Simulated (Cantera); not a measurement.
An isothermal, constant-pressure homogeneous reactor starts with CH4 : H2O = 1 : 0.53 (molar parts), at 1200 K and 310000 Pa. Integrator tolerance rtol = 1e-08.

Detailed kinetics in Cantera: GRI-Mech 3.0 (53 species, 325 reactions). GRI-Mech 3.0 stops at C3 and has no aromatics, soot or wall deposition, so with more carbon than oxygen in the feed, carbon stays in small species such as C2H2 where larger ones or solid carbon would form.

Problem. What does this change do: temperature 1200 to 1550 K?

Solution. 
| quantity | before | after |
|---|---|---|
| x(CH4) at 2.00 s | 0.652 (gas-phase equilibrium 0.183) | 0.162 (gas-phase equilibrium 0.118) |
| x(H2O) at 2.00 s | 0.346 (gas-phase equilibrium 0.000982) | 0.144 (gas-phase equilibrium 1.09e-5) |
| x(H2) at 2.00 s | 0.00112 (gas-phase equilibrium 0.612) | 0.517 (gas-phase equilibrium 0.659) |
| x(HO2) at 2.00 s | <1e-12 (gas-phase equilibrium <1e-12) | <1e-12 (gas-phase equilibrium <1e-12) |
| x(O2) at 2.00 s | <1e-12 (gas-phase equilibrium <1e-12) | <1e-12 (gas-phase equilibrium <1e-12) |
